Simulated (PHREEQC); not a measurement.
Make-up at 40 °C: 6.1e-05 mol/kgw Ca(HCO3)2 and 0.025 mol/kgw Na2SO4. Closed to the air; pH follows from the charge balance.

Computed with PHREEQC (ion-association model, wateq4f.dat).

Question: The ionic strength comes out as 0.0703 mol/kgw. What activity coefficients do SO4-2, Na+, HCO3-, Ca+2, OH- get?

Answer: SO4-2 0.41, Na+ 0.80, HCO3- 0.81, Ca+2 0.42, OH- 0.78.

This is a speciation only: nothing precipitates in the calculation. At this temperature some constants are extrapolated from 25 °C, and those without enthalpy data are left unchanged.
